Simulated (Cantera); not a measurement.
# Stirred combustor or abatement burner

A perfectly stirred reactor is fed with 13.3 % H2, 12.9 % O2, 73.8 % N2, at 1.58 atm; it is adiabatic with a 575 K inlet, and is followed from long to short residence time, starting on the burning branch (τ in s: 0.033, 0.02, 0.012, 0.0069, 0.0041, 0.0024, 0.0014, 0.00085, 0.00051, 0.0003, 0.00018, 0.00011, 6.2e-05).

Model: GRI-Mech 3.0 (53 species, 325 reactions), integrated in Cantera.

```tsv
τ (s)	T (K)	x H2	x O2	x H2O2	x O	x NO	x H2O
0.033	1581	0.000221	0.0667	2.81e-7	0.000122	4.32e-6	0.142
0.020	1579	0.000308	0.0666	3.50e-7	0.000172	4.05e-6	0.141
0.012	1577	0.000432	0.0666	4.36e-7	0.000242	3.75e-6	0.141
0.0069	1573	0.000621	0.0666	5.50e-7	0.000349	3.50e-6	0.141
0.0041	1569	0.000872	0.0666	6.83e-7	0.000492	3.38e-6	0.140
0.0024	1563	0.00123	0.0666	8.53e-7	0.000696	3.43e-6	0.140
0.0014	1554	0.00174	0.0666	1.07e-6	0.000978	3.70e-6	0.139
0.00085	1543	0.00240	0.0667	1.33e-6	0.00132	4.13e-6	0.138
0.00051	1527	0.00331	0.0669	1.67e-6	0.00177	4.72e-6	0.136
0.00030	1505	0.00464	0.0673	2.16e-6	0.00235	5.39e-6	0.134
0.00018	1476	0.00646	0.0680	2.83e-6	0.00297	5.88e-6	0.131
0.00011	1440	0.00903	0.0691	3.76e-6	0.00357	5.95e-6	0.128
6.2e-5	1381	0.0140	0.0716	5.41e-6	0.00404	5.14e-6	0.121
```
x: mole fraction; the columns are a selection and need not sum to one.
